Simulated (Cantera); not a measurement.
Cantera run, input and output.

```python
import numpy as np
import cantera as ct

gas = ct.Solution("gri30.yaml", transport_model="multicomponent")
show = ['CH3', 'NO', 'H2O']

rows = []
print(f"{'T/K':>7s}{'rho':>11s}{'cp':>10s}{'mu':>11s}{'lambda':>11s}{'Pr':>7s}" + "".join(f"{'D_' + s:>11s}" for s in show))
for T in [400, 550, 700, 850, 1000, 1150, 1300, 1450, 1600]:
    gas.TPX = T, 100000, {'H2': 0.1, 'C2H6': 0.77, 'C3H8': 0.41, 'C2H2': 0.15}
    Pr = gas.cp_mass * gas.viscosity / gas.thermal_conductivity
    D = [gas.mix_diff_coeffs_mole[gas.species_index(s)] for s in show]
    rows.append([gas.density, gas.cp_mass, gas.viscosity, gas.thermal_conductivity, Pr, *D])
    print(f"{T:7g}{gas.density:11.4e}{gas.cp_mass:10.1f}{gas.viscosity:11.4e}"
          f"{gas.thermal_conductivity:11.4e}{Pr:7.3f}" + "".join(f"{d:11.4e}" for d in D))
print("SI units: kg/m3, J/kg/K, Pa s, W/m/K, m2/s")
```

It prints:

```
    T/K        rho        cp         mu     lambda     Pr      D_CH3       D_NO      D_H2O
    400 9.5337e-01    2188.1 1.2016e-05 3.8461e-02  0.684 2.7195e-05 2.4490e-05 2.6369e-05
    550 6.9336e-01    2765.7 1.5831e-05 6.2105e-02  0.705 4.8262e-05 4.3009e-05 4.9032e-05
    700 5.4478e-01    3246.3 1.9207e-05 8.7119e-02  0.716 7.3700e-05 6.5276e-05 7.7299e-05
    850 4.4864e-01    3626.7 2.2262e-05 1.1201e-01  0.721 1.0308e-04 9.0940e-05 1.1053e-04
   1000 3.8135e-01    3953.7 2.5074e-05 1.3700e-01  0.724 1.3609e-04 1.1975e-04 1.4825e-04
   1150 3.3161e-01    4203.9 2.7694e-05 1.6074e-01  0.724 1.7250e-04 1.5152e-04 1.9011e-04
   1300 2.9334e-01    4416.3 3.0160e-05 1.8386e-01  0.724 2.1214e-04 1.8610e-04 2.3585e-04
   1450 2.6300e-01    4595.7 3.2500e-05 2.0621e-01  0.724 2.5486e-04 2.2337e-04 2.8524e-04
   1600 2.3834e-01    4746.5 3.4735e-05 2.2773e-01  0.724 3.0055e-04 2.6323e-04 3.3813e-04
SI units: kg/m3, J/kg/K, Pa s, W/m/K, m2/s
```

Model: GRI-Mech 3.0 (53 species, 325 reactions), integrated in Cantera. The composition is frozen, though it would react at the higher temperatures.
